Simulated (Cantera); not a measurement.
Input: 1 mol Na₂CO₃, 0.89 mol SO₂, 0.054 mol O₂, at 1875 K and 34000 Pa.

These are equilibrium values from Cantera (NASA tables, ideal gas, pure condensed phases), not measurements of a reactor. Candidate condensed phases: C, Na, NaO₂, Na₂CO₃, Na₂O, Na₂O₂, Na₂S, Na₂SO₄, S; 27 gas species. Rates play no part.

Base state: CO₂ 0.429, Na 0.374, SO₂ 0.132, CO 0.0564, Na₂SO₄ 0.00665, SO 0.00178, Na₂ 0.000310, NaO 0.000216 (mole fractions); condensed: Na₂SO₄(l).

### Question
What changes in the equilibrium state with this change: pressure from 34000 Pa to 1330 Pa?

### Answer
| species | before | after |
|---|---|---|
| Na | 0.374 | 0.445 |
| CO₂ | 0.429 | 0.225 |
| SO₂ | 0.132 | 0.199 |
| O₂ | 3.19e-5 | 0.122 |
| CO | 0.0564 | 0.00242 |
| S₂ | 1.51e-5 | <1e-9 |
| O | 2.33e-6 | 0.000727 |
| Na₂SO₄(l), mol | 0.600 | 0 |

### Question
What changes in the equilibrium state with this change: temperature from 1875 K to 1823.15 K?

### Answer
```tsv
species	before	after
CO₂	0.429	0.420
Na	0.374	0.361
SO₂	0.132	0.122
CO	0.0564	0.0903
S₂	1.51e-5	0.000187
O₂	3.19e-5	4.32e-6
COS	3.85e-6	2.53e-5
S₂O	3.14e-6	2.01e-5
Na₂SO₄(l), mol	0.600	0.638
```
